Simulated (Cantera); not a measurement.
An adiabatic, constant-volume homogeneous reactor starts with C2H4 : O2 : N2 : H2O = 1 : 1.67 : 6.27 : 1.6 (molar parts), at 1250 K and 8.88 atm. Integrator tolerance rtol = 1e-08.

Detailed kinetics in Cantera: GRI-Mech 3.0 (53 species, 325 reactions). GRI-Mech 3.0 was tuned for natural gas; its chemistry of ethylene as a main component is partial and can be far from experiment.

Question: What does this change do: N2 6.27 to 11 parts?

Answer: 
```json
[
 {"quantity": "time of steepest temperature rise", "before": "0.225 ms", "after": "0.257 ms"},
 {"quantity": "temperature at 0.300 s", "before": "2833 K", "after": "2490 K"},
 {"quantity": "equilibrium temperature", "before": "2833 K", "after": "2490 K"},
 {"quantity": "x(C2H4) at 0.300 s", "before": "<1e-12 (gas-phase equilibrium <1e-12)", "after": "<1e-12 (gas-phase equilibrium <1e-12)"},
 {"quantity": "x(O2) at 0.300 s", "before": "0.000123 (gas-phase equilibrium 0.000123)", "after": "7.22e-6 (gas-phase equilibrium 7.22e-6)"},
 {"quantity": "x(H2O) at 0.300 s", "before": "0.202 (gas-phase equilibrium 0.202)", "after": "0.146 (gas-phase equilibrium 0.146)"},
 {"quantity": "x(CH4) at 0.300 s", "before": "2.77e-10 (gas-phase equilibrium 3.12e-10)", "after": "2.69e-10 (gas-phase equilibrium 3.00e-10)"},
 {"quantity": "x(NO) at 0.300 s", "before": "0.000764 (gas-phase equilibrium 0.000764)", "after": "0.000122 (gas-phase equilibrium 0.000122)"}
]
```
